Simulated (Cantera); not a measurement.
**Silicon nitride deposition: SiCl4 + N2 + H2**

A closed system holds: 1 mol SiCl4, 35 mol N2, 0.12 mol H2, held at 0.100 bar.

Method: chemical equilibrium by Gibbs-energy minimisation in Cantera with the NASA 1993 tables (ideal gas, pure condensed phases). Candidate condensed phases: NH4Cl, Si, Si3N4; 28 gas species. N2 is the only nitrogen source here; it is nearly inert below about 1500 K, so the nitride shown seldom forms there in practice. The tables' values for SiCl3 are old estimates; treat these amounts as uncertain. Rates play no part.

From 1173 K to 1323 K the condensed part is Si3N4(s). From 1373 K to 1673 K nothing is condensed. The main Si-bearing gas is SiCl4 throughout.

```csv
T (K),log p N2,log p SiCl4,log p HCl,log p SiCl3,log p Cl,log p SiCl2,n Si3N4(s)
1173,-1.01,-2.59,-3.19,-4.54,-7.61,-5.49,0.0184
1223,-1.01,-2.59,-3.19,-4.24,-7.20,-4.98,0.0172
1273,-1.01,-2.60,-3.19,-3.97,-6.82,-4.52,0.0145
1323,-1.01,-2.62,-3.19,-3.72,-6.47,-4.10,0.00903
1373,-1.02,-2.64,-3.19,-3.53,-6.12,-3.75,0
1423,-1.02,-2.64,-3.18,-3.50,-5.63,-3.76,0
1473,-1.02,-2.65,-3.18,-3.48,-5.16,-3.78,0
1523,-1.02,-2.65,-3.18,-3.45,-4.73,-3.78,0
1573,-1.02,-2.65,-3.18,-3.43,-4.34,-3.78,0
1623,-1.02,-2.66,-3.18,-3.39,-3.99,-3.75,0
1673,-1.02,-2.68,-3.18,-3.34,-3.68,-3.68,0
```
log p: log10 of the partial pressure in bar; n: condensed amount in mol.
